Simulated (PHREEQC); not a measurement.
Make-up at 25 °C: 0.45 mol Cu(NO3)2 and 0.021 mol NaCl per kg of water. Closed to the air; pH follows from the charge balance.

Equilibrium calculation in PHREEQC: ion-association model, wateq4f.dat.

| quantity | before | after |
|---|---|---|
| pH | 4.01 | 3.40 |
| Cu2(OH)2+2 (mol/kgw) | 5.85e-5 | 0.000274 |
| CuOH+ (mol/kgw) | 1.47e-5 | 3.18e-6 |
| Cu(OH)2 (mol/kgw) | 1.31e-7 | 6.68e-9 |
| SI of Cu2(OH)3NO3 (Cu2(OH)3NO3) | +0.30 | +0.27 |
| SI of Tenorite (CuO) | -0.68 | -0.23 |

Q: Which change was made?
A. NaCl left out
B. NaCl from 0.021 to 0.0189 mol/kgw
C. temperature from 25 to 80 °C
D. 0.026 mol/kgw CuCl2 added

A: C, temperature from 25 to 80 °C

This is a speciation only: nothing precipitates in the calculation. The ionic strength passes 0.7 mol/kgw, the rough limit of the ion-association models, in every such run. Some of these states are supersaturated (in Atacamite, Cu2(OH)3NO3, for instance). Constants without temperature data keep their 25 °C values here.
